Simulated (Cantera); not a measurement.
What does this Cantera script print?

```python
import numpy as np
import cantera as ct

gas_names = [...]  # 113 gases of nasa_gas.yaml made of C, H, O, Ta
cond_names = """
    C(gr) C6H6(L) C7H8(L) C8H18(L),n-octa H2O(s) H2O(L) Ta(cr) Ta(L) TaC(s) TaC(L) Ta2O5(s) Ta2O5(L)
""".split()


# ... load() reads the species with a 1 bar reference pressure and builds the phases ...
atoms = {
    'Ta2O5': {'Ta': 2, 'O': 5},
    'CH4': {'C': 1, 'H': 4},
    'CO': {'C': 1, 'O': 1},
}
top_T = {'C(gr)': 4500}  # K; cautious upper limits of use, not melting points


# ... equilibrate(T, P, feed) seeds the gas with the atoms and calls Mixture.equilibrate('TP', solver="vcs", rtol=1e-11, max_steps=5000) ...
results = []
feed = {'Ta2O5': 1, 'CH4': 2.1, 'CO': 0.56}  # mol
T = 1573  # K
P = 130  # Pa
mix = equilibrate(T, P, feed)
results.append((T, P, feed, dict(zip(mix.species_names, mix.species_moles))))
print(gas.report(threshold=0.001))
for i in range(1, mix.n_phases):
    print(f"{mix.phase(i).name:16s} {mix.phase_moles(i):12.5e} mol")
```

Result:

```
       temperature   1573 K
          pressure   130 Pa
           density   0.00010507 kg/m^3
  mean mol. weight   10.571 kg/kmol
   phase of matter   gas

                          1 kg             1 kmol
                     ---------------   ---------------
          enthalpy         3.132e+05        3.3107e+06  J
   internal energy       -9.2406e+05       -9.7679e+06  J
           entropy             24970        2.6395e+05  J/K
    Gibbs function       -3.8965e+07       -4.1189e+08  J
 heat capacity c_p            3172.2             33532  J/K
 heat capacity c_v            2385.6             25217  J/K

                      mass frac. Y      mole frac. X     chem. pot. / RT
                     ---------------   ---------------   ---------------
                CO           0.87112           0.32875           -43.122
                H2           0.12774           0.66982           -25.788
     [ +111 minor]           0.00114         0.0014331

C(gr)             0.00000e+00 mol
Ta(cr)            0.00000e+00 mol
TaC(s)            6.00913e-01 mol
Ta2O5(s)          6.99544e-01 mol
```

Equilibrium computed with Cantera from the NASA thermochemical tables; the gas is ideal and each condensed phase is pure. Mutual solubility and eutectic melting of coexisting phases are not modelled. TaC: taken at fixed stoichiometry. Condensed phases not in the tables: Ta2C.
